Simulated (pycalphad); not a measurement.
An equivalent pycalphad script:

```python
from pycalphad import Database, equilibrium, calculate, variables as v
import numpy as np
db = Database('COST507.tdb')
comps = ['SI', 'MG', 'VA']
phases = ['DIAMOND_A4', 'HCP_A3', 'LIQUID', 'MG2SI']
eq = equilibrium(db, comps, phases, {v.X('MG'): 0.314, v.T: np.arange(1650, 349, -50), v.P: 101325, v.N: 1}, output=['HM', 'SM'])
```

Source of the numbers: pycalphad with the COST 507 light-alloy database (1999); pressure 1 atm. No gas phase is included, though pure Mg would boil below 1650 K. The data set is of 1999 and partly superseded. Amounts are mole fractions of atoms. Kinetics are ignored, which matters at the lower temperatures.

Results at three of the temperatures:

```
T = 1450.00 K, P = 101325 Pa, N = 1 mol of atoms
G = -73469 J/mol, H = 48935 J/mol, S = 84.42 J/(mol K)  (SER reference)
chemical potentials (J/mol): Si -54370, Mg -115193
phase             fraction      x(Si)      x(Mg)
LIQUID              1.0000     0.6860     0.3140
```

```
T = 1000.00 K, P = 101325 Pa, N = 1 mol of atoms
G = -43911 J/mol, H = 6876 J/mol, S = 50.79 J/(mol K)  (SER reference)
chemical potentials (J/mol): Si -30382, Mg -73468
phase             fraction      x(Si)      x(Mg)
DIAMOND_A4          0.5290     1.0000       none
MG2SI               0.4710     0.3333     0.6667
```

```
T = 350.00 K, P = 101325 Pa, N = 1 mol of atoms
G = -17996 J/mol, H = -9145 J/mol, S = 25.29 J/(mol K)  (SER reference)
chemical potentials (J/mol): Si -6671, Mg -42738
phase             fraction      x(Si)      x(Mg)
DIAMOND_A4          0.5290     1.0000       none
MG2SI               0.4710     0.3333     0.6667
```

Changes of the phase set, refined by bisection:

```json
[
 {"T (K)": "1438.6", "phases above": "liquid", "phases below": "diamond (Si) + liquid"},
 {"T (K)": "1216.7", "phases above": "diamond (Si) + liquid", "phases below": "diamond (Si) + MG2SI"}
]
```

Database names, with the compositions (at.%) that they take in these runs: MG2SI: Mg 67 Si 33. DIAMOND_A4 is diamond (Si). An entry "none" or "no" means that the model of the phase leaves that element out.
